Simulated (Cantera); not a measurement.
# Thermodynamics of chlorosilane synthesis and conversion, feed Si + HCl + H2

Input: 1 mol Si, 0.57 mol HCl, 18 mol H2, at 101000 Pa.

Method: chemical equilibrium by Gibbs-energy minimisation in Cantera with the NASA 1993 tables (ideal gas, pure condensed phases). Candidate condensed phases: Si; 19 gas species. The tables' values for SiCl3 are old estimates; treat these amounts as uncertain. Gases not in the tables: Si2H6 and higher silanes. Equilibrium is a limit: real reactors are often held back by kinetics, nucleation or transport.

```csv
T (K),x H2,x HCl,x SiHCl3,x SiCl4,x SiCl2,x SiH2Cl2,n Si(s),n Si(l)
973,0.988,0.00398,0.00434,0.00311,2.57e-5,0.000633,0.849,0
1048,0.986,0.00713,0.00377,0.00267,9.61e-5,0.000607,0.866,0
1123,0.982,0.0114,0.00301,0.00203,0.000279,0.000545,0.887,0
1198,0.979,0.0162,0.00210,0.00129,0.000635,0.000444,0.911,0
1273,0.976,0.0206,0.00122,0.000646,0.00113,0.000320,0.932,0
1348,0.974,0.0235,0.000595,0.000253,0.00159,0.000204,0.945,0
1423,0.973,0.0249,0.000262,8.64e-5,0.00192,0.000121,0.952,0
1498,0.972,0.0254,0.000115,2.91e-5,0.00213,7.16e-5,0.954,0
1573,0.972,0.0256,5.22e-5,1.04e-5,0.00228,4.34e-5,0.954,0
1648,0.972,0.0256,2.51e-5,3.96e-6,0.00239,2.72e-5,0.953,0
1723,0.972,0.0257,1.23e-5,1.58e-6,0.00236,1.68e-5,0,0.954
```
x: gas mole fraction; n: condensed amount in mol.

From 973 K to 1648 K the condensed part is Si(s). At 1723 K the condensed part is Si(l). The main Si-bearing gas is SiHCl3 at 973 K and SiCl2 at 1723 K.
